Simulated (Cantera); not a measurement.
A perfectly stirred reactor is fed with 12.8 % CH4, 17.0 % O2, 64.1 % N2, 6.14 % H2O, equivalence ratio 1.5, at 1.01 bar; it is adiabatic with a 650 K inlet, and is followed from long to short residence time, starting on the burning branch (τ in s: 0.18, 0.095, 0.05, 0.026, 0.014, 0.0071, 0.0037, 0.002, 0.001, 0.00053, 0.00028, 0.00015, 7.7e-05).

Cantera simulation using GRI-Mech 3.0 (53 species, 325 reactions); the numbers are that mechanism's predictions, not measurements.

x: mole fraction; the columns are a selection and need not sum to one.

```json
[
 {"τ (s)": "0.18", "T (K)": "2058", "x CH4": "0.000157", "x O2": "5.87e-5", "x H2O": "0.210", "x H2O2": "2.14e-9", "x N2O": "7.38e-9", "x NO": "(withheld)"},
 {"τ (s)": "0.095", "T (K)": "2057", "x CH4": "0.000243", "x O2": "0.000101", "x H2O": "0.210", "x H2O2": "3.07e-9", "x N2O": "1.12e-8", "x NO": "0.000136"},
 {"τ (s)": "0.050", "T (K)": "2056", "x CH4": "0.000368", "x O2": "0.000174", "x H2O": "0.210", "x H2O2": "4.61e-9", "x N2O": "1.70e-8", "x NO": "0.000146"},
 {"τ (s)": "0.026", "T (K)": "2054", "x CH4": "0.000541", "x O2": "0.000300", "x H2O": "0.211", "x H2O2": "7.31e-9", "x N2O": "2.49e-8", "x NO": "0.000150"},
 {"τ (s)": "0.014", "T (K)": "2052", "x CH4": "0.000750", "x O2": "0.000497", "x H2O": "0.211", "x H2O2": "1.17e-8", "x N2O": "3.37e-8", "x NO": "0.000149"},
 {"τ (s)": "0.0071", "T (K)": "2047", "x CH4": "0.00103", "x O2": "0.000855", "x H2O": "0.211", "x H2O2": "1.99e-8", "x N2O": "4.25e-8", "x NO": "0.000139"},
 {"τ (s)": "0.0037", "T (K)": "2040", "x CH4": "0.00137", "x O2": "0.00143", "x H2O": "0.212", "x H2O2": "3.39e-8", "x N2O": "4.67e-8", "x NO": "(withheld)"},
 {"τ (s)": "0.0020", "T (K)": "2029", "x CH4": "0.00181", "x O2": "0.00234", "x H2O": "0.212", "x H2O2": "5.73e-8", "x N2O": "4.41e-8", "x NO": "(withheld)"},
 {"τ (s)": "0.0010", "T (K)": "2008", "x CH4": "0.00260", "x O2": "0.00420", "x H2O": "0.212", "x H2O2": "1.09e-7", "x N2O": "3.37e-8", "x NO": "(withheld)"},
 {"τ (s)": "0.00053", "T (K)": "1970", "x CH4": "0.00405", "x O2": "0.00783", "x H2O": "0.212", "x H2O2": "2.22e-7", "x N2O": "2.10e-8", "x NO": "(withheld)"},
 {"τ (s)": "0.00028", "T (K)": "650", "x CH4": "0.128", "x O2": "0.170", "x H2O": "0.0614", "x H2O2": "<1e-12", "x N2O": "<1e-12", "x NO": "<1e-12"},
 {"τ (s)": "0.00015", "T (K)": "650", "x CH4": "0.128", "x O2": "0.170", "x H2O": "0.0614", "x H2O2": "<1e-12", "x N2O": "<1e-12", "x NO": "<1e-12"},
 {"τ (s)": "7.7e-5", "T (K)": "650", "x CH4": "0.128", "x O2": "0.170", "x H2O": "0.0614", "x H2O2": "<1e-12", "x N2O": "<1e-12", "x NO": "<1e-12"}
]
```

**Question.** What belongs in the gaps?

**Answer.** 
- 0.18, x NO: 0.000121
- 0.0037, x NO: 0.000123
- 0.0020, x NO: 0.000100
- 0.0010, x NO: 7.00e-5
- 0.00053, x NO: 3.91e-5
